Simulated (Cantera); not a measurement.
An adiabatic, constant-pressure homogeneous reactor starts with CH4 : O2 : N2 = 1 : 1.82 : 6.84 (molar parts), at 1200 K and 87000 Pa.

Model: GRI-Mech 3.0 (53 species, 325 reactions), integrated in Cantera.

One state of this run: T (K) = 1253; x CH4 = 0.0941; x O2 = 0.181; x CH2 = 6.77e-10; x HCO = 4.38e-8; x HO2 = 3.42e-5; x O = 1.88e-7. x: mole fraction; the columns are a selection and need not sum to one.

**Question.** Which value of t (s) does it belong to?
A) 0.0514
B) 1.40e-5
C) 0.00659
D) 0.00236

**Answer.** A, 0.0514
